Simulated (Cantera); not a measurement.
Cantera run:

```python
import numpy as np
import cantera as ct

gas_names = """
    Mg MgO Mg2 O O2 O3 Ti TiO TiO2
""".split()
cond_names = """
    Mg(cr) Mg(L) MgO(s) MgO(L) MgTiO3(s) MgTiO3(L) MgTi2O5(s) MgTi2O5(L) Mg2TiO4(s) Mg2TiO4(L) Ti(a)
    Ti(b) Ti(L) TiO(a) TiO(b) TiO(L) TiO2(ru) TiO2(L) Ti2O3(a) Ti2O3(b) Ti2O3(L) Ti3O5(a) Ti3O5(b)
    Ti3O5(L) Ti4O7(s) Ti4O7(L)
""".split()


def load(file, names, dense=False):
    # The tables refer to 1 bar. Condensed volumes are neglected.
    table = {s.name: s for s in ct.Species.list_from_file(file)}
    out = []
    for n in names:
        d = dict(table[n].input_data)
        d["thermo"] = dict(d["thermo"], **{"reference-pressure": 1e5})
        if dense:
            d["equation-of-state"] = {"model": "constant-volume", "density": "1e6 g/cm^3"}
        out.append(ct.Species.from_dict(d))
    return out


gas = ct.Solution(thermo="ideal-gas", species=load("nasa_gas.yaml", gas_names))
cond = {s.name: ct.Solution(thermo="fixed-stoichiometry", species=[s], name=s.name)
        for s in load("nasa_condensed.yaml", cond_names, dense=True)}
atoms = {
    'TiO2': {'Ti': 1, 'O': 2},
    'MgO': {'Mg': 1, 'O': 1},
    'O2': {'O': 2},
}
top_T = {}  # K; cautious upper limits of use, not melting points


def equilibrate(T, P, feed):
    n = {}
    for name, mol in feed.items():
        for a, k in atoms[name].items():
            n[a] = n.get(a, 0.0) + k * mol
    gas.TPX = T, P, n
    mass = sum(n.values()) * gas.mean_molecular_weight
    gas.equilibrate("TP")
    valid = [c for c in cond.values() if c.min_temp <= T <= top_T.get(c.name, c.max_temp)]
    mix = ct.Mixture([(gas, mass / gas.mean_molecular_weight)] + [(c, 0.0) for c in valid])
    mix.T, mix.P = T, P
    mix.equilibrate("TP", solver="vcs", rtol=1e-11, max_steps=5000)
    return mix


results = []
feed = {'TiO2': 1, 'MgO': 0.21, 'O2': 0.35}  # mol
T = 2073  # K
for P in [10, 36, 130, 460, 1700, 6000, 22000, 77000, 280000, 1000000]:
    mix = equilibrate(T, P, feed)
    results.append((T, P, feed, dict(zip(mix.species_names, mix.species_moles))))
    x = sorted(zip(gas.X, gas.species_names), reverse=True)
    print(f"T = {T:g} K  P = {P:g} Pa  gas = {mix.phase_moles(0):.4g} mol")
    print("   x: " + "  ".join(f"{s} {v:.3e}" for v, s in x if v > 0.001))
    print("   condensed (mol): " + ("  ".join(f"{mix.phase(i).name} {mix.phase_moles(i):.4g}"
          for i in range(1, mix.n_phases) if mix.phase_moles(i) > 1e-12) or "none"))
```

It prints:

```
T = 2073 K  P = 10 Pa  gas = 0.3739 mol
   x: O2 8.827e-01  O 1.080e-01  TiO2 7.799e-03  Mg 1.434e-03
   condensed (mol): MgTi2O5(L) 0.2094  TiO2(ru) 0.5782
T = 2073 K  P = 36 Pa  gas = 0.3615 mol
   x: O2 9.389e-01  O 5.868e-02  TiO2 2.166e-03
   condensed (mol): MgTi2O5(L) 0.2099  TiO2(ru) 0.5794
T = 2073 K  P = 130 Pa  gas = 0.3558 mol
   x: O2 9.680e-01  O 3.136e-02
   condensed (mol): MgTi2O5(L) 0.21  TiO2(ru) 0.5798
T = 2073 K  P = 460 Pa  gas = 0.353 mol
   x: O2 9.830e-01  O 1.680e-02
   condensed (mol): MgTi2O5(L) 0.21  TiO2(ru) 0.5799
T = 2073 K  P = 1700 Pa  gas = 0.3516 mol
   x: O2 9.912e-01  O 8.774e-03
   condensed (mol): MgTi2O5(L) 0.21  TiO2(ru) 0.58
T = 2073 K  P = 6000 Pa  gas = 0.3508 mol
   x: O2 9.953e-01  O 4.680e-03
   condensed (mol): MgTi2O5(L) 0.21  TiO2(ru) 0.58
T = 2073 K  P = 22000 Pa  gas = 0.3504 mol
   x: O2 9.975e-01  O 2.447e-03
   condensed (mol): MgTi2O5(L) 0.21  TiO2(ru) 0.58
T = 2073 K  P = 77000 Pa  gas = 0.3502 mol
   x: O2 9.987e-01  O 1.309e-03
   condensed (mol): MgTi2O5(L) 0.21  TiO2(ru) 0.58
T = 2073 K  P = 280000 Pa  gas = 0.3501 mol
   x: O2 9.993e-01
   condensed (mol): MgTi2O5(L) 0.21  TiO2(ru) 0.58
T = 2073 K  P = 1e+06 Pa  gas = 0.3501 mol
   x: O2 9.996e-01
   condensed (mol): MgTi2O5(L) 0.21  TiO2(ru) 0.58
```

Cantera equilibrium calculation (NASA polynomials, part measured and part estimated; ideal gas, pure solids and liquids). Mutual solubility and eutectic melting of coexisting phases are not modelled. Condensed phases not in the tables: alloys, solid solutions and most ternary compounds.
